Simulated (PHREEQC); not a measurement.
Acid mine or pickling water: speciation

A made-up water analysis in mmol/kgw, 25 °C, pH 3.28, pe 10.5: Na 6.75; K 0.725; Ca 3.02; Mg 0.755; Cl 4.43; S(6) 5.97; Si 0.272.

Na is adjusted to close the charge balance.
Valence states are taken as typed.

All values are PHREEQC results (ion-association model, phreeqc.dat), not measurements.

Each row changes one thing in this solution. No solid was allowed to form.

```json
[
 {"case": "as made", "ionic strength (mol/kgw)": "0.0221", "SO4-2 (mol/kgw)": "0.00483", "Ca+2 (mol/kgw)": "0.00236", "CaSO4 (mol/kgw)": "0.000660", "Mg+2 (mol/kgw)": "0.000550", "MgSO4 (mol/kgw)": "0.000205", "SI of Chalcedony (SiO2)": "-0.01"},
 {"case": "all concentrations times 2 at the same typed pH", "ionic strength (mol/kgw)": "0.0421", "SO4-2 (mol/kgw)": "0.00907", "Ca+2 (mol/kgw)": "0.00436", "CaSO4 (mol/kgw)": "0.00167", "Mg+2 (mol/kgw)": "0.000997", "MgSO4 (mol/kgw)": "0.000513", "SI of Chalcedony (SiO2)": "+0.29"},
 {"case": "temperature from 25 to 70 °C at the same typed pH", "ionic strength (mol/kgw)": "0.0207", "SO4-2 (mol/kgw)": "0.00433", "Ca+2 (mol/kgw)": "0.00229", "CaSO4 (mol/kgw)": "0.000720", "Mg+2 (mol/kgw)": "0.000407", "MgSO4 (mol/kgw)": "0.000348", "SI of Chalcedony (SiO2)": "-0.47"},
 {"case": "Cl from 4.43 to 13.3 mmol/kgw", "ionic strength (mol/kgw)": "0.0312", "SO4-2 (mol/kgw)": "0.00484", "Ca+2 (mol/kgw)": "0.00244", "CaSO4 (mol/kgw)": "0.000580", "Mg+2 (mol/kgw)": "0.000572", "MgSO4 (mol/kgw)": "0.000183", "SI of Chalcedony (SiO2)": "-0.01"}
]
```

Complexes and solids missing from the database can't appear. Some of these states are supersaturated (in Quartz (slow to form), Chalcedony (slow to form), for instance). Away from 25 °C the constants follow the database's enthalpies or fits; those with neither stay at their 25 °C values.
